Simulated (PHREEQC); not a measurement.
Consider water at 25 °C with 0.00038 mol/kgw H2SeO4, 0.00031 mol/kgw NaHCO3 and 0.00043 mol/kgw FeCl3. Closed to the air; pH follows from the charge balance.

Equilibrium calculation in PHREEQC: ion-association model, wateq4f.dat.

### Question
The ionic strength comes out as 0.00285 mol/kgw. What activity coefficients do FeOH+2, Na+, Fe+3, Cl-, SeO4-2 get?

### Answer
FeOH+2 0.79, Na+ 0.94, Fe+3 0.61, Cl- 0.94, SeO4-2 0.79.

This is a speciation only: nothing precipitates in the calculation. Examples of supersaturated solids here: Hematite (slow to form), Goethite (slow to form). Others may be too. Complexes and solids missing from the database can't appear.
